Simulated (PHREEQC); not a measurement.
Solution (19 °C): 0.0027 mol KOH and 0.02 mol LiNO3 per kg of water. Closed to the air; pH follows from the charge balance.

The numbers come from PHREEQC with the ion-association model, wateq4f.dat.

Precipitation was switched off in this run.

Problem. Predict the pH.

Solution. pH 11.57.
